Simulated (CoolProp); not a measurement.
Vapour-liquid equilibrium of R134a (1) + R123 (2) at 9.75 kPa; x and y are mole fractions of (1).

Values from CoolProp's multi-fluid Helmholtz-energy mixture model, Tillner-Roth 1994 and Younglove 1994; pair parameters Bell 2016.

| x | bubble temperature, mixture model (°C) | bubble temperature, Raoult's law (°C) | y, mixture model | y, Raoult's law |
|---|---|---|---|---|
| 0.05 | ___ | -31.6 | 0.505 | 0.402 |
| 0.125 | -44.5 | -39.6 | ___ | 0.670 |
| 0.2 | -50.3 | -45.2 | 0.856 | 0.794 |
| 0.275 | ___ | -49.4 | 0.901 | 0.862 |
| 0.35 | -57.0 | -52.7 | ___ | 0.903 |
| 0.425 | -59.1 | -55.4 | 0.944 | 0.931 |
| 0.5 | -60.7 | -57.6 | 0.955 | 0.950 |
| 0.575 | -61.9 | -59.6 | 0.964 | 0.964 |
| 0.65 | -63.0 | -61.3 | 0.970 | 0.974 |
| 0.725 | -64.0 | -62.8 | 0.977 | 0.982 |
| 0.8 | -64.8 | -64.2 | 0.982 | 0.988 |
| 0.875 | ___ | -65.4 | 0.988 | 0.993 |
| 0.95 | -66.6 | -66.5 | 0.995 | 0.998 |

Problem. Fill in the missing entries.

Solution. 
- 0.05, bubble temperature, mixture model (°C): -34.7
- 0.125, y, mixture model: 0.761
- 0.275, bubble temperature, mixture model (°C): -54.3
- 0.35, y, mixture model: 0.927
- 0.875, bubble temperature, mixture model (°C): -65.7

The largest gap from Raoult's law is -5.1 K in bubble temperature, at x = 0.2. No azeotrope shows between x = 0.05 and 0.95.

The pair parameters rest on a limited set of measurements; away from them the model extrapolates.
